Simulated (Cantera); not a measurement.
# Ignition delay

Mixture: CH4 : O2 : N2 = 1 : 4.26 : 28.9 (molar parts), at 0.987 atm, adiabatic and at constant volume. Ignition delay is the time to a rise of 400 K.

Computed with Cantera and GRI-Mech 3.0 (53 species, 325 reactions).

| T0 (K) | delay (ms) |
|---|---|
| 1050 | 543 |
| 1150 | 110 |
| 1250 | 26.0 |
| 1350 | 7.14 |
| 1450 | 2.31 |
| 1550 | 0.891 |
| 1650 | 0.403 |
| 1750 | 0.211 |

The apparent activation energy between 1550 and 1750 K is 160 kJ/mol.
